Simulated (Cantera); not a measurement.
Input: 1 mol SiH2Cl2, 10 mol O2, 0.52 mol H2, at 1075 K and 20.0 Pa.

Method: chemical equilibrium by Gibbs-energy minimisation in Cantera with the NASA 1993 tables (ideal gas, pure condensed phases). Candidate condensed phases: H2O, Si, SiO2; 30 gas species. Kinetics and transport are ignored.

Base state: O2 0.775, HCl 0.171, H2O 0.0492, Cl 0.00305, Cl2 0.00153 (mole fractions); condensed: SiO2(β-quartz).

Task: What changes in the equilibrium state with this change: H2 from 0.52 to 35 mol?

Result: 
```tsv
species	before	after
H2O	0.0492	0.486
H2	2.77e-9	0.459
HCl	0.171	0.0541
O2	0.775	<1e-9
Cl2	0.00153	<1e-9
Cl	0.00305	7.48e-8
SiO2(β-quartz), mol	1.00	1.00
```

Task: What changes in the equilibrium state with this change: SiH2Cl2 replaced by TEOS?

Result: 
```tsv
species	before	after
H2O	0.0492	0.426
CO2	0	0.330
H2	2.77e-9	0.142
O2	0.775	<1e-9
HCl	0.171	0
CO	0	0.102
Cl	0.00305	0
Cl2	0.00153	0
SiO2(β-quartz), mol	1.00	1.00
```
The feed counts by its element totals alone. Further candidate phases: C, C6H6, C7H8, C8H18, SiC.
